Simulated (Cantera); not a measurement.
A perfectly stirred reactor is fed with CH3OH : O2 : N2 = 1 : 1.83 : 6.88 (molar parts), equivalence ratio 0.82, at 13.0 bar; it is adiabatic with a 400 K inlet, and is followed from long to short residence time, starting on the burning branch (τ in s: 0.053, 0.018, 0.0063, 0.0022, 0.00074, 0.00025, 8.7e-05, 3e-05, 1e-05).

Computed with Cantera and GRI-Mech 3.0 (53 species, 325 reactions). GRI-Mech 3.0 was tuned for natural gas; its chemistry of methanol as a main component is partial and can be far from experiment. The pressure lies above the range GRI-Mech 3.0 was tuned for (to about 10 atm).

What does this change do: inlet temperature 400 to 600 K?


```
quantity                                                                      before                                   after
------------------------------------------------  ----------------------------------  --------------------------------------
blow-out, bracketed by the residence times tried  burning at 30.0 µs, out at 10.0 µs  burning at 10.0 µs, the shortest tried
x(CH3OH) at τ = 53.0 ms                                                      4.30e-7                                 2.22e-7
x(O2) at τ = 53.0 ms                                                          0.0317                                  0.0308
x(N2O) at τ = 53.0 ms                                                        7.37e-7                                 9.51e-7
x(HCO) at τ = 53.0 ms                                                        5.49e-9                                 5.05e-9
x(NO2) at τ = 53.0 ms                                                        2.01e-6                                 5.19e-6
x(CH3OH) at τ = 0.740 ms                                                     1.85e-5                                 1.18e-5
x(O2) at τ = 0.740 ms                                                         0.0335                                  0.0334
x(N2O) at τ = 0.740 ms                                                       1.40e-6                                 1.31e-6
x(HCO) at τ = 0.740 ms                                                       4.02e-7                                 3.54e-7
x(NO2) at τ = 0.740 ms                                                       2.07e-7                                 4.30e-7
```

What does this change do: inlet temperature 400 to 325 K?


```json
[
 {"quantity": "blow-out, bracketed by the residence times tried", "before": "burning at 30.0 µs, out at 10.0 µs", "after": "burning at 30.0 µs, out at 10.0 µs"},
 {"quantity": "x(CH3OH) at τ = 53.0 ms", "before": "4.30e-7", "after": "5.56e-7"},
 {"quantity": "x(O2) at τ = 53.0 ms", "before": "0.0317", "after": "0.0320"},
 {"quantity": "x(N2O) at τ = 53.0 ms", "before": "7.37e-7", "after": "6.71e-7"},
 {"quantity": "x(HCO) at τ = 53.0 ms", "before": "5.49e-9", "after": "5.74e-9"},
 {"quantity": "x(NO2) at τ = 53.0 ms", "before": "2.01e-6", "after": "1.20e-6"},
 {"quantity": "x(CH3OH) at τ = 0.740 ms", "before": "1.85e-5", "after": "2.18e-5"},
 {"quantity": "x(O2) at τ = 0.740 ms", "before": "0.0335", "after": "0.0336"},
 {"quantity": "x(N2O) at τ = 0.740 ms", "before": "1.40e-6", "after": "1.46e-6"},
 {"quantity": "x(HCO) at τ = 0.740 ms", "before": "4.02e-7", "after": "4.22e-7"},
 {"quantity": "x(NO2) at τ = 0.740 ms", "before": "2.07e-7", "after": "1.65e-7"}
]
```

What does this change do: O2 1.83 to 2.7 parts?


```json
[
 {"quantity": "blow-out, bracketed by the residence times tried", "before": "burning at 30.0 µs, out at 10.0 µs", "after": "burning at 87.0 µs, out at 30.0 µs"},
 {"quantity": "x(CH3OH) at τ = 53.0 ms", "before": "4.30e-7", "after": "5.57e-7"},
 {"quantity": "x(O2) at τ = 53.0 ms", "before": "0.0317", "after": "0.108"},
 {"quantity": "x(N2O) at τ = 53.0 ms", "before": "7.37e-7", "after": "9.50e-7"},
 {"quantity": "x(HCO) at τ = 53.0 ms", "before": "5.49e-9", "after": "4.66e-9"},
 {"quantity": "x(NO2) at τ = 53.0 ms", "before": "2.01e-6", "after": "1.68e-6"},
 {"quantity": "x(CH3OH) at τ = 0.740 ms", "before": "1.85e-5", "after": "2.60e-5"},
 {"quantity": "x(O2) at τ = 0.740 ms", "before": "0.0335", "after": "0.109"},
 {"quantity": "x(N2O) at τ = 0.740 ms", "before": "1.40e-6", "after": "1.94e-6"},
 {"quantity": "x(HCO) at τ = 0.740 ms", "before": "4.02e-7", "after": "3.39e-7"},
 {"quantity": "x(NO2) at τ = 0.740 ms", "before": "2.07e-7", "after": "1.43e-7"}
]
```
